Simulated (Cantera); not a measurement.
**Reactions in the system C-H**

Standard-state values (1 bar) from the NASA 1993 polynomials, evaluated with Cantera. Values are per mole of reaction as written; species without (g) are pure solids or liquids, kept so even where they would boil at 1 bar.

C + CH₄(g) ⇌ C₂H₄(g)

```
T (K)  ΔH° (kJ)  ΔS° (J/K)  ΔG° (kJ)  log10 K
-----  --------  ---------  --------  -------
300       127.1       27.2     118.9   -20.71
900       127.4       27.7     102.5    -5.95
950       127.3       27.6     101.1    -5.56
1000      127.3       27.6      99.7    -5.21
1050      127.2       27.5      98.3    -4.89
1100      127.1       27.4      97.0    -4.60
```

2 C₃H₈(g) ⇌ 4 CH₃(g) + C₂H₄(g)

```json
[
 {"T (K)": "300", "ΔH° (kJ)": "849.5", "ΔS° (J/K)": "455.0", "ΔG° (kJ)": "713.0", "log10 K": "-124.15"},
 {"T (K)": "900", "ΔH° (kJ)": "855.3", "ΔS° (J/K)": "472.2", "ΔG° (kJ)": "430.3", "log10 K": "-24.97"},
 {"T (K)": "950", "ΔH° (kJ)": "854.4", "ΔS° (J/K)": "471.3", "ΔG° (kJ)": "406.7", "log10 K": "-22.36"},
 {"T (K)": "1000", "ΔH° (kJ)": "853.5", "ΔS° (J/K)": "470.3", "ΔG° (kJ)": "383.2", "log10 K": "-20.01"},
 {"T (K)": "1050", "ΔH° (kJ)": "852.5", "ΔS° (J/K)": "469.3", "ΔG° (kJ)": "359.7", "log10 K": "-17.89"},
 {"T (K)": "1100", "ΔH° (kJ)": "851.4", "ΔS° (J/K)": "468.3", "ΔG° (kJ)": "336.2", "log10 K": "-15.97"}
]
```

2 CH₃(g) ⇌ C₂H₆(g)

```
T (K)  ΔH° (kJ)  ΔS° (J/K)  ΔG° (kJ)  log10 K
-----  --------  ---------  --------  -------
300      -377.7     -158.9    -330.0    57.46
900      -382.7     -171.0    -228.8    13.28
950      -382.6     -170.8    -220.3    12.11
1000     -382.4     -170.6    -211.7    11.06
1050     -382.1     -170.4    -203.2    10.11
1100     -381.8     -170.1    -194.7     9.25
```
